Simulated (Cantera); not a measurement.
# Hydrocarbon pyrolysis for carbon deposition

An isothermal, constant-pressure homogeneous reactor starts with 40.0 % C2H6, 60.0 % N2, at 1325 K and 0.132 atm.

Cantera simulation using GRI-Mech 3.0 (53 species, 325 reactions); the numbers are that mechanism's predictions, not measurements. GRI-Mech 3.0 stops at C3 and has no aromatics, soot or wall deposition, so with more carbon than oxygen in the feed, carbon stays in small species such as C2H2 where larger ones or solid carbon would form.

```json
[
 {"t (s)": "0.000100", "x C2H6": "0.398", "x C2H2": "2.22e-7", "x CH2": "2.55e-8", "x C2H": "<1e-12", "x H": "8.89e-6"},
 {"t (s)": "0.000277", "x C2H6": "0.385", "x C2H2": "2.02e-5", "x CH2": "7.98e-8", "x C2H": "2.52e-11", "x H": "1.96e-5"},
 {"t (s)": "0.000765", "x C2H6": "0.340", "x C2H2": "0.000402", "x CH2": "9.95e-8", "x C2H": "1.52e-10", "x H": "2.34e-5"},
 {"t (s)": "0.00211", "x C2H6": "0.241", "x C2H2": "0.00314", "x CH2": "8.43e-8", "x C2H": "5.00e-10", "x H": "2.67e-5"},
 {"t (s)": "0.00585", "x C2H6": "0.0929", "x C2H2": "0.0152", "x CH2": "5.16e-8", "x C2H": "1.52e-9", "x H": "3.27e-5"},
 {"t (s)": "0.0162", "x C2H6": "0.0102", "x C2H2": "0.0457", "x CH2": "1.00e-8", "x C2H": "2.51e-9", "x H": "2.44e-5"},
 {"t (s)": "0.0447", "x C2H6": "0.000879", "x C2H2": "0.0760", "x CH2": "9.80e-10", "x C2H": "1.34e-9", "x H": "8.76e-6"},
 {"t (s)": "0.124", "x C2H6": "0.000200", "x C2H2": "0.102", "x CH2": "2.33e-10", "x C2H": "8.77e-10", "x H": "4.58e-6"},
 {"t (s)": "0.342", "x C2H6": "0.000123", "x C2H2": "0.137", "x CH2": "1.60e-10", "x C2H": "9.85e-10", "x H": "4.20e-6"},
 {"t (s)": "0.946", "x C2H6": "6.19e-5", "x C2H2": "0.173", "x CH2": "1.02e-10", "x C2H": "1.01e-9", "x H": "3.70e-6"},
 {"t (s)": "2.62", "x C2H6": "3.43e-5", "x C2H2": "0.187", "x CH2": "6.93e-11", "x C2H": "9.06e-10", "x H": "3.16e-6"},
 {"t (s)": "7.23", "x C2H6": "3.23e-5", "x C2H2": "0.188", "x CH2": "6.65e-11", "x C2H": "8.88e-10", "x H": "3.08e-6"},
 {"t (s)": "20.0", "x C2H6": "3.22e-5", "x C2H2": "0.188", "x CH2": "6.60e-11", "x C2H": "8.74e-10", "x H": "3.03e-6"}
]
```
x: mole fraction; the columns are a selection and need not sum to one.

Equilibrium at this temperature and pressure: C2H6 2.61e-5, C2H2 0.145, CH2 5.58e-11, C2H 6.03e-10, H 2.69e-6 (gas phase only).
